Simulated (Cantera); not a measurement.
Input (Python, Cantera):

```python
import numpy as np
import cantera as ct

gas = ct.Solution("gri30.yaml")
gas.TPX = 1375, 100000, {'C2H4': 1, 'O2': 4.84, 'N2': 23, 'CO2': 2.7}
reactor = ct.IdealGasReactor(gas, energy="on", clone=False)
net = ct.ReactorNet([reactor])
net.rtol, net.atol = 1e-08, 1e-16
show = ['C2H4', 'O2', 'CO2', 'CH4', 'C2H', 'C2H2']
times = np.geomspace(6e-06, 0.1, 14)

steps = ct.SolutionArray(gas, extra=["t"])
rows = []
print(f"{'t/s':>10s}{'T/K':>9s}{'P/Pa':>11s}" + "".join(f"{s:>11s}" for s in show))
for t in times:
    while net.time < t:
        t_next = net.step()
        steps.append(gas.state, t=t_next)
    rows.append([np.interp(t, steps.t, y) for y in (steps.T, steps.P, *steps(*show).X.T)])
    print(f"{t:10.3e}{rows[-1][0]:9.1f}{rows[-1][1]:11.4g}" + "".join(f"{x:11.3e}" for x in rows[-1][2:]))
rate = np.gradient(steps.T, steps.t)
print("integrator steps:", len(steps.t))
if steps.T.max() > steps.T[0] + 200:
    print(f"time of steepest temperature rise: {steps.t[rate.argmax()]:.4e} s")
gas.TPX = 1375, 100000, {'C2H4': 1, 'O2': 4.84, 'N2': 23, 'CO2': 2.7}
gas.equilibrate("UV")
print(f"equilibrium (UV): T = {gas.T:.1f} K  " + "  ".join(f"{s} {gas[s].X[0]:.3e}" for s in show))
```

Result:

```
       t/s      T/K       P/Pa       C2H4         O2        CO2        CH4        C2H       C2H2
 6.000e-06   1375.0      1e+05  3.171e-02  1.535e-01  8.561e-02  3.052e-12  5.978e-18  1.866e-07
 1.267e-05   1375.0      1e+05  3.171e-02  1.535e-01  8.561e-02  4.492e-11  7.279e-17  3.944e-07
 2.677e-05   1375.0      1e+05  3.170e-02  1.535e-01  8.561e-02  1.650e-09  3.546e-15  8.434e-07
 5.655e-05   1375.7  1.001e+05  3.151e-02  1.532e-01  8.560e-02  1.490e-06  3.481e-11  9.850e-06
 1.194e-04   2139.6  1.609e+05  8.686e-25  7.076e-02  1.054e-01  2.483e-17  4.151e-22  1.535e-20
 2.523e-04   2347.6  1.743e+05  1.117e-26  6.638e-02  1.202e-01  3.631e-18  8.025e-23  1.890e-21
 5.330e-04   2465.2  1.816e+05  2.297e-27  6.313e-02  1.303e-01  2.280e-18  6.145e-23  1.427e-21
 1.126e-03   2493.6  1.834e+05  1.482e-27  6.198e-02  1.330e-01  2.101e-18  5.016e-23  1.193e-21
 2.378e-03   2492.6  1.833e+05  1.429e-27  6.139e-02  1.332e-01  2.075e-18  4.806e-23  1.156e-21
 5.023e-03   2489.1   1.83e+05  1.371e-27  6.038e-02  1.333e-01  2.036e-18  4.502e-23  1.102e-21
 1.061e-02   2484.0  1.826e+05  1.288e-27  5.889e-02  1.336e-01  1.978e-18  4.081e-23  1.025e-21
 2.241e-02   2479.1  1.822e+05  1.213e-27  5.750e-02  1.337e-01  1.924e-18  3.715e-23  9.561e-22
 4.734e-02   2477.2  1.821e+05  1.184e-27  5.695e-02  1.338e-01  1.903e-18  3.578e-23  9.297e-22
 1.000e-01   2477.1  1.821e+05  1.182e-27  5.690e-02  1.338e-01  1.901e-18  3.567e-23  9.276e-22
integrator steps: 1587
time of steepest temperature rise: 8.4025e-05 s
equilibrium (UV): T = 2477.1 K  C2H4 1.453e-27  O2 5.690e-02  CO2 1.338e-01  CH4 2.788e-18  C2H 3.892e-23  C2H2 1.048e-21
```

Cantera simulation using GRI-Mech 3.0 (53 species, 325 reactions); the numbers are that mechanism's predictions, not measurements. GRI-Mech 3.0 was tuned for natural gas; its chemistry of ethylene as a main component is partial and can be far from experiment.
